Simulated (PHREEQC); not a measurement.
Dissolve 0.14 mol H2SO4, 0.15 mol NaCl and 0.0018 mol KCl per kg of water at 11 °C. Closed to the air; pH follows from the charge balance.

All values are PHREEQC results (Pitzer model, pitzer.dat), not measurements.

```json
[
 {"quantity": "pH", "before": "0.83", "after": "1.47"},
 {"quantity": "ionic strength (mol/kgw)", "before": "0.397", "after": "0.0878"},
 {"quantity": "SI of Halite (NaCl)", "before": "-3.50", "after": "-4.79"},
 {"quantity": "SI of Sylvite (KCl)", "before": "-4.63", "after": "-5.91"}
]
```

What was changed between the two runs?
A. H2SO4 from 0.14 to 0.154 mol/kgw
B. temperature from 11 to 40 °C
C. H2SO4 left out
D. diluted 5-fold with water

D, diluted 5-fold with water

No solid was allowed to form. Constants without temperature data keep their 25 °C values here.
